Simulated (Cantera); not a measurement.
Charge: 1 mol SiH2Cl2, 1.4 mol NO, equilibrated at 15.0 mbar.

These are equilibrium values from Cantera (NASA tables, ideal gas, pure condensed phases), not measurements of a reactor. Candidate condensed phases: H2O, NH4Cl, Si, SiO2, Si2N2O, Si3N4; 47 gas species. Mutual solubility and eutectic melting of coexisting phases are not modelled. The tables' values for SiCl3 are old estimates; treat these amounts as uncertain. The tables hold silica as quartz up to 1696 K and as liquid above; real silica turns to tridymite and cristobalite and melts near 1996 K. Kinetics and transport are ignored. All values below are at 1373 K.

Base state: HCl 0.678, N2 0.224, H2 0.0641, SiCl4 0.0288, SiCl3 0.00312, SiCl2 0.00156, SiHCl3 0.000172, Cl 6.03e-5 (mole fractions); condensed: SiO2(β-quartz) + Si2N2O(s).

Task: What changes in the equilibrium state with this change: NO from 1.4 to 9.3 mol?

Result: 
```csv
species,before,after
N2,0.224,0.451
O2,<1e-9,0.347
HCl,0.678,0.165
SiCl4,0.0288,<1e-9
H2,0.0641,5.90e-8
H2O,5.50e-6,0.0144
Cl,6.03e-5,0.0153
SiO,2.38e-5,<1e-9
SiCl3,0.00312,<1e-9
SiCl2,0.00156,<1e-9
NO,<1e-9,0.000603
SiHCl3,0.000172,<1e-9
Cl2,1.03e-7,0.00668
"SiO2(β-quartz), mol",0.628,1.00
"Si2N2O(s), mol",0.144,0
```

Task: What changes in the equilibrium state with this change: SiH2Cl2 replaced by TEOS?

Result: 
| species | before | after |
|---|---|---|
| H2 | 0.0641 | 0.662 |
| CO | 0 | 0.324 |
| N2 | 0.224 | 0.0133 |
| HCl | 0.678 | 0 |
| SiCl4 | 0.0288 | 0 |
| SiO | 2.38e-5 | 5.05e-5 |
| SiCl3 | 0.00312 | 0 |
| SiCl2 | 0.00156 | 0 |
| SiHCl3 | 0.000172 | 0 |
| Cl | 6.03e-5 | 0 |
| HCN | 0 | 3.72e-5 |
| SiO2(β-quartz), mol | 0.628 | 0 |
| Si2N2O(s), mol | 0.144 | 0.500 |
| C(graphite), mol | 0 | 3.10 |
The feed counts by its element totals alone. Further candidate phases: C, C6H6, C7H8, C8H18, SiC.
